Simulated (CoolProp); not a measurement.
A single-stage vapour-compression cycle with trans-2-butene: evaporating at 326.15 K (dew point), condensing at 375.15 K (bubble point), superheat 8 K, subcooling 0 K, compressor efficiency 0.8, no pressure losses. Each further row changes one setting.

Model: reference Helmholtz-energy equation of state, Lemmon 2005, in CoolProp. It is a short technical equation, of lower accuracy than the large ones.

| case | cooling COP | pressure ratio | discharge temperature (K) | refrigerating effect (kJ/kg) | volumetric capacity (kJ/m³) |
|---|---|---|---|---|---|
| as stated | ___ | 3.01 | 383.1 | 233 | 2780 |
| evaporating temperature 331.15 K | 4.56 | 2.65 | 383.0 | 240 | 3230 |
| condensing temperature 370.15 K | 4.56 | ___ | ___ | 248 | 2950 |
| subcooling 5 K | 4.17 | 3.01 | 383.1 | 248 | 2950 |
| superheat 18 K | 4.03 | 3.01 | 392.5 | ___ | 2870 |
| compressor efficiency 0.7 | 3.43 | 3.01 | 386.7 | 233 | 2780 |

Some entries are withheld; supply them.


- as stated, cooling COP: 3.92
- condensing temperature 370.15 K, pressure ratio: 2.72
- condensing temperature 370.15 K, discharge temperature (K): 378.3
- superheat 18 K, refrigerating effect (kJ/kg): 252
